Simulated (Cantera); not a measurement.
An isothermal, constant-pressure homogeneous reactor starts with 9.22 % H2, 70.9 % O2, 19.9 % N2, equivalence ratio 0.065, at 1150 K and 0.0390 bar.

Detailed kinetics in Cantera: GRI-Mech 3.0 (53 species, 325 reactions). Radical loss at walls, strong at low pressure, is not modelled. The temperature is held fixed by assumption; the heat of reaction is taken as removed at once.

x: mole fraction; the columns are a selection and need not sum to one.

| t (s) | x H2 | x O2 | x NO | x HO2 | x OH | x O | x H2O2 |
|---|---|---|---|---|---|---|---|
| 0.000100 | 0.0922 | 0.709 | <1e-12 | 6.71e-9 | 5.97e-9 | 9.95e-9 | 4.59e-12 |
| 0.000256 | 0.0922 | 0.709 | <1e-12 | 2.38e-8 | 2.02e-7 | 3.50e-7 | 3.38e-11 |
| 0.000656 | 0.0869 | 0.706 | 2.55e-11 | 8.95e-6 | 0.00104 | 0.00185 | … |
| 0.00168 | 0.00271 | 0.663 | 2.30e-7 | 1.52e-5 | 0.00426 | 0.0307 | 4.65e-7 |
| 0.00431 | 0.00108 | 0.683 | 4.29e-7 | 1.33e-5 | 0.00265 | 0.0121 | … |
| 0.0110 | 0.000220 | 0.693 | 4.59e-7 | 7.67e-6 | 0.00116 | 0.00244 | … |
| 0.0283 | 3.27e-5 | 0.695 | 4.60e-7 | 2.60e-6 | 0.000449 | 0.000371 | … |
| 0.0725 | 5.35e-6 | 0.695 | 4.59e-7 | 6.71e-7 | 0.000187 | 6.37e-5 | … |
| 0.186 | 1.11e-6 | 0.695 | 4.59e-7 | 1.77e-7 | 8.80e-5 | 1.40e-5 | … |
| 0.476 | 2.86e-7 | 0.695 | 4.59e-7 | 5.25e-8 | 4.56e-5 | 3.76e-6 | … |
| 1.22 | 8.58e-8 | 0.695 | 4.60e-7 | 1.82e-8 | 2.54e-5 | 1.16e-6 | … |
| 3.12 | 2.86e-8 | 0.695 | 4.60e-7 | 8.17e-9 | 1.48e-5 | 3.95e-7 | … |
| 8.00 | 1.03e-8 | 0.695 | 4.60e-7 | 5.98e-9 | 8.93e-6 | 1.44e-7 | 8.56e-10 |

What belongs in the gaps?


- 0.000656, x H2O2: 4.52e-8
- 0.00431, x H2O2: 5.05e-7
- 0.0110, x H2O2: 4.11e-7
- 0.0283, x H2O2: 2.22e-7
- 0.0725, x H2O2: 9.33e-8
- 0.186, x H2O2: 3.65e-8
- 0.476, x H2O2: 1.41e-8
- 1.22, x H2O2: 5.47e-9
- 3.12, x H2O2: 2.14e-9
